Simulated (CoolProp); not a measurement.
Vapour-liquid equilibrium of diethyl ether (1) + n-hexane (2) at 1.12 bar; x and y are mole fractions of (1).

Computed with CoolProp (multi-fluid Helmholtz-energy mixture model, Thol 2014 and Thol 2019; pair parameters Bell 2016).

```json
[
 {"x": "0.05", "bubble temperature (K)": "341.3", "y at the bubble point": "0.151", "dew temperature at overall composition x (K)": "343.9", "liquid density (mol/L)": "7.192"},
 {"x": "0.15", "bubble temperature (K)": "335.1", "y at the bubble point": "0.366", "dew temperature at overall composition x (K)": "341.3", "liquid density (mol/L)": "7.405"},
 {"x": "0.25", "bubble temperature (K)": "330.4", "y at the bubble point": "0.513", "dew temperature at overall composition x (K)": "338.5", "liquid density (mol/L)": "7.614"},
 {"x": "0.35", "bubble temperature (K)": "326.6", "y at the bubble point": "0.622", "dew temperature at overall composition x (K)": "335.6", "liquid density (mol/L)": "7.823"},
 {"x": "0.45", "bubble temperature (K)": "323.3", "y at the bubble point": "0.708", "dew temperature at overall composition x (K)": "332.5", "liquid density (mol/L)": "8.035"},
 {"x": "0.55", "bubble temperature (K)": "320.5", "y at the bubble point": "0.779", "dew temperature at overall composition x (K)": "329.1", "liquid density (mol/L)": "8.254"},
 {"x": "0.65", "bubble temperature (K)": "317.9", "y at the bubble point": "0.839", "dew temperature at overall composition x (K)": "325.5", "liquid density (mol/L)": "8.481"},
 {"x": "0.75", "bubble temperature (K)": "315.6", "y at the bubble point": "0.892", "dew temperature at overall composition x (K)": "321.6", "liquid density (mol/L)": "8.717"},
 {"x": "0.85", "bubble temperature (K)": "313.4", "y at the bubble point": "0.939", "dew temperature at overall composition x (K)": "317.4", "liquid density (mol/L)": "8.963"},
 {"x": "0.95", "bubble temperature (K)": "311.4", "y at the bubble point": "0.981", "dew temperature at overall composition x (K)": "312.9", "liquid density (mol/L)": "9.221"}
]
```

No azeotrope shows between x = 0.05 and 0.95.

The pair parameters rest on a limited set of measurements; away from them the model extrapolates.
